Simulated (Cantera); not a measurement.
# Low-pressure radical oxidation in H2/O2

An isothermal, constant-pressure homogeneous reactor starts with H2 : O2 = 0.066 : 1 (molar parts), equivalence ratio 0.033, at 1248 K and 0.00180 bar.

Cantera simulation using the H2/O2 subset of GRI-Mech 3.0, which has no nitrogen chemistry; the numbers are that mechanism's predictions, not measurements. Radical loss at walls, strong at low pressure, is not modelled. The temperature is held fixed by assumption; the heat of reaction is taken as removed at once.

```csv
t (s),x H2,x O2,x O,x H2O2,x OH,x H2O
0.00100,0.0619,0.938,1.80e-8,8.69e-12,1.37e-8,1.40e-8
0.00239,0.0619,0.938,1.52e-7,4.92e-11,1.07e-7,1.97e-7
0.00572,0.0619,0.938,1.02e-5,2.77e-10,7.07e-6,1.56e-5
0.0137,0.0159,0.904,0.0233,3.81e-8,0.00826,0.0357
0.0327,0.00124,0.889,0.0413,1.34e-8,0.00476,0.0529
0.0782,0.00121,0.890,0.0405,1.34e-8,0.00471,0.0532
0.187,0.00116,0.892,0.0384,1.35e-8,0.00462,0.0538
0.447,0.00104,0.898,0.0339,1.37e-8,0.00439,0.0550
1.07,0.000809,0.907,0.0256,1.40e-8,0.00389,0.0573
2.56,0.000463,0.920,0.0141,1.35e-8,0.00296,0.0602
6.12,0.000167,0.930,0.00497,1.09e-8,0.00179,0.0624
14.6,4.05e-5,0.935,0.00119,6.59e-9,0.000883,0.0633
35.0,8.63e-6,0.936,0.000254,3.11e-9,0.000408,0.0637
83.6,1.98e-6,0.936,5.81e-5,1.29e-9,0.000195,0.0638
200,5.27e-7,0.936,1.55e-5,5.10e-10,0.000101,0.0638
```
x: mole fraction; the columns are a selection and need not sum to one.

Equilibrium at this temperature and pressure: H2 5.20e-8, O2 0.936, O 1.53e-6, H2O2 9.50e-11, OH 3.17e-5, H2O 0.0639 (gas phase only).
